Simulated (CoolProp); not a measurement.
The numbers come from the reference Helmholtz-energy equation of state, Lemmon 2006 in CoolProp. It is a short technical equation, of lower accuracy than the large ones.

**Question.** Give the vapour pressure (MPa), vapour density (kg/m³), enthalpy of vaporisation (kJ/kg) of saturated carbonyl sulfide at 216.9, 273.3, 310.9 K.

**Answer.** 
```
T (K)  p (MPa)  vapour density (kg/m³)  enthalpy of vaporisation (kJ/kg)
-----  -------  ----------------------  --------------------------------
216.9   0.0757                    2.58                               313
273.3    0.653                    19.3                               270
310.9     1.74                    50.7                               230
```
